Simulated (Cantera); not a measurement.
## Adiabatic ignition

An adiabatic, constant-pressure homogeneous reactor starts with 5.85 % CH4, 19.8 % O2, 74.3 % N2, equivalence ratio 0.59, at 1225 K and 2.00 bar.

Detailed kinetics in Cantera: GRI-Mech 3.0 (53 species, 325 reactions).

```csv
t (s),T (K),x CH4,x O2,x CH3,x NO,x OH,x N2O
3.00e-6,1225,0.0585,0.198,5.25e-9,<1e-12,1.20e-11,<1e-12
7.73e-6,1225,0.0585,0.198,1.37e-8,<1e-12,2.19e-11,<1e-12
1.99e-5,1225,0.0585,0.198,3.58e-8,<1e-12,4.89e-11,<1e-12
5.14e-5,1225,0.0585,0.198,9.65e-8,<1e-12,1.31e-10,<1e-12
0.000132,1225,0.0585,0.198,2.82e-7,<1e-12,4.15e-10,<1e-12
0.000341,1225,0.0585,0.198,1.00e-6,<1e-12,1.56e-9,2.36e-12
0.000879,1225,0.0585,0.198,4.48e-6,<1e-12,6.91e-9,1.30e-11
0.00227,1225,0.0584,0.198,1.01e-5,<1e-12,1.69e-8,5.81e-11
0.00584,1227,0.0581,0.198,1.67e-5,<1e-12,4.54e-8,3.21e-10
0.0151,2373,<1e-12,0.0800,<1e-12,0.000573,0.00668,7.48e-7
0.0388,2364,<1e-12,0.0775,<1e-12,0.00587,0.00642,7.52e-7
0.100,2357,<1e-12,0.0756,<1e-12,0.00972,0.00623,7.70e-7
```
x: mole fraction; the columns are a selection and need not sum to one.

```json
{
  "time_of_steepest_temperature_rise": "13.4 ms",
  "temperature at 0.100 s": "2357 K",
  "equilibrium_temperature": "2356 K",
  "x(CH4) at 0.100 s": "<1e-12 (gas-phase equilibrium <1e-12)",
  "x(O2) at 0.100 s": "0.0756 (gas-phase equilibrium 0.0753)",
  "x(CH3) at 0.100 s": "<1e-12 (gas-phase equilibrium <1e-12)"
}
```
